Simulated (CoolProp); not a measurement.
c-C4F8 (RC318) along the isobar 6530 kPa: Z from the reference equation and from simpler models built on Tc = 115.2 °C, pc = 2778 kPa, ω = 0.355; each cubic takes its own stable root.

Values from CoolProp's reference Helmholtz-energy equation of state, Platzer 1990. This equation is an older, rougher fit; its heat capacities, sound speeds and derivatives of the liquid may be far off and weren't checked against measurements.

```tsv
T (°C)	phase	reference
-10.75	liquid	0.3613
7.55	liquid	0.3504
25.85	liquid	0.3424
44.15	liquid	0.3373
62.35	liquid	0.3353
80.65	liquid	0.3369
98.95	liquid	0.3435
117.25	supercritical	0.3577
135.45	supercritical	0.3850
153.75	supercritical	0.4357
172.05	supercritical	0.5136
190.35	supercritical	0.5987
208.55	supercritical	0.6715
226.85	supercritical	0.7304
```

Problem. How far does each simpler model (van der Waals, Redlich-Kwong, Soave-Redlich-Kwong, Peng-Robinson) lie from the reference over these 14 states: mean and median of the absolute difference, and the worst?

Solution. 
- van der Waals: mean 33.3 %, median 38.8 %, worst +55.5 % at -10.75 °C and 6530 kPa
- Redlich-Kwong: mean 8.6 %, median 9.3 %, worst +10.8 % at 98.95 °C and 6530 kPa
- Soave-Redlich-Kwong: mean 7.9 %, median 7.0 %, worst +13.3 % at 153.75 °C and 6530 kPa
- Peng-Robinson: mean 4.0 %, median 4.3 %, worst -7.0 % at 7.55 °C and 6530 kPa
